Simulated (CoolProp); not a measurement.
Values from CoolProp's reference Helmholtz-energy equation of state, Lemmon 2006. It is a short technical equation, of lower accuracy than the large ones.

Problem. For C2F6 (R116), give the phase and the density (kg/m³), cp (kJ/(kg K)), speed of sound (m/s), expansivity (1/kK) at 249.6 K and 11.4 bar.

Solution. 
- 249.6 K and 11.4 bar: liquid; density 1320, cp 1.15, speed of sound 328, expansivity 5.21
